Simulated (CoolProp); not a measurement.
Vapour-liquid equilibrium of ethylbenzene (1) + o-xylene (2) at 188.65 °C; x and y are mole fractions of (1).

Computed with CoolProp (multi-fluid Helmholtz-energy mixture model, Zhou 2012 and Zhou 2012; pair parameters Bell 2016).

Task: Give the bubble pressure and the first vapour's composition at x = 0.05, 0.575, 0.65. Is there an azeotrope?

Result: x = 0.05: 0.2904 MPa, y = 0.058; x = 0.575: 0.3226 MPa, y = 0.616; x = 0.65: 0.3270 MPa, y = 0.686. No azeotrope shows between x = 0.05 and 0.95.

Pair parameters are fitted to limited data, so mixtures are less certain than the pure fluids.
